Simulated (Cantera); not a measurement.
# SiCl4 + Cl2 + H2 (chlorosilane synthesis and conversion)

Input: 1 mol SiCl4, 1.5 mol Cl2, 4.2 mol H2, equilibrated at 25.0 bar.

Equilibrium computed with Cantera from the NASA thermochemical tables; the gas is ideal and each condensed phase is pure. Candidate condensed phases: Si; 19 gas species. The tables' values for SiCl3 are old estimates; treat these amounts as uncertain. Rates play no part.

| T (°C) | x HCl | x H2 | x SiCl4 | x SiHCl3 | x SiCl3 | x SiH2Cl2 | x SiCl2 |
|---|---|---|---|---|---|---|---|
| 450 | 0.448 | 0.403 | 0.149 | 4.01e-5 | 1.57e-9 | 7.48e-10 | <1e-12 |
| 500 | 0.448 | 0.403 | 0.149 | 8.45e-5 | 1.05e-8 | 3.67e-9 | <1e-12 |
| 550 | 0.448 | 0.403 | 0.149 | 0.000162 | 5.54e-8 | 1.48e-8 | 1.85e-12 |
| 600 | 0.448 | 0.403 | 0.149 | 0.000287 | 2.41e-7 | 5.03e-8 | 2.30e-11 |
| 650 | 0.448 | 0.403 | 0.149 | 0.000476 | 8.92e-7 | 1.49e-7 | 2.15e-10 |
| 700 | 0.449 | 0.402 | 0.149 | 0.000748 | 2.87e-6 | 3.94e-7 | 1.59e-9 |
| 750 | 0.449 | 0.402 | 0.148 | 0.00112 | 8.22e-6 | 9.41e-7 | 9.64e-9 |
| 800 | 0.449 | 0.401 | 0.148 | 0.00162 | 2.13e-5 | 2.06e-6 | 4.90e-8 |
| 850 | 0.450 | 0.401 | 0.147 | 0.00224 | 5.03e-5 | 4.20e-6 | 2.14e-7 |
| 900 | 0.451 | 0.400 | 0.146 | 0.00302 | 0.000110 | 7.99e-6 | 8.18e-7 |
| 950 | 0.452 | 0.399 | 0.145 | 0.00395 | 0.000225 | 1.43e-5 | 2.79e-6 |
| 1000 | 0.453 | 0.398 | 0.144 | 0.00504 | 0.000433 | 2.45e-5 | 8.55e-6 |
| 1050 | 0.455 | 0.396 | 0.142 | 0.00628 | 0.000788 | 3.97e-5 | 2.39e-5 |
| 1100 | 0.457 | 0.394 | 0.140 | 0.00764 | 0.00136 | 6.18e-5 | 6.14e-5 |
x: gas mole fraction; nothing condenses.

From 450 °C to 1100 °C nothing is condensed. The main Si-bearing gas is SiCl4 throughout.
